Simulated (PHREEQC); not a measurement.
NaOH is added in steps, without added water, to 1 kg of water holding 0.13 mol CuSO4, 0.016 mol H3AsO4, 0.0015 mol HCl and 0.0046 mol NaCl, at 20 °C. Oxygen alone is held at its pressure in air (log pO2 = -0.68). No CO2 enters from the air. Solids allowed: Cu(OH)2, Brochantite, Antlerite, Atacamite, Cu3(AsO4)2:6w, Halite, Mirabilite, Chalcanthite. Others were left out.

Base run: PHREEQC, ion-association model, wateq4f.dat. Each further column changes one thing. The table gives pH.

| NaOH added (mol) | base | CuSO4 left out | HCl from 0.0015 to 0.00225 mol/kgw | CuSO4 from 0.13 to 0.26 mol/kgw | no solid may form |
|---|---|---|---|---|---|
| 0 | 2.42 | 2.12 | 2.40 | 2.53 | 2.42 |
| 0.02833 | 3.08 | ? | 3.08 | 2.96 | 5.61 |
| 0.05667 | 3.88 | 12.01 | 3.88 | 3.65 | 6.02 |
| 0.09917 | 4.00 | 12.73 | 4.00 | 3.70 | 6.44 |
| 0.1275 | 4.13 | 12.92 | 4.12 | ? | 6.77 |
| 0.1558 | 4.32 | 13.05 | 4.31 | 3.78 | ? |
| 0.1842 | 4.86 | 13.14 | 4.83 | 3.83 | 7.76 |
| 0.2125 | 7.35 | 13.22 | 7.27 | 3.88 | 8.12 |
| 0.2408 | 9.15 | ? | 9.15 | 3.95 | ? |
| 0.2833 | 9.17 | 13.36 | 9.17 | ? | 8.93 |
| 0.3117 | 11.69 | 13.41 | 11.64 | 4.23 | 11.43 |
| 0.34 | 12.47 | ? | 12.46 | 4.49 | 12.01 |

Q: What belongs in the gaps?

A: 
- 0.02833, CuSO4 left out: 7.25
- 0.1275, CuSO4 from 0.13 to 0.26 mol/kgw: 3.74
- 0.1558, no solid may form: 7.23
- 0.2408, CuSO4 left out: 13.28
- 0.2408, no solid may form: 8.40
- 0.2833, CuSO4 from 0.13 to 0.26 mol/kgw: 4.09
- 0.34, CuSO4 left out: 13.45

The database has no arsenate complexes of Cu. The database's constant for dissolved Cu(OH)2 is higher than later reviews accept.  In at least one series the solution becomes supersaturated in solids that the run did not let form, among them Cu(OH)2, Brochantite, Antlerite, Atacamite, Cu3(AsO4)2:6w. Solids allowed in the column 'CuSO4 left out': Halite.
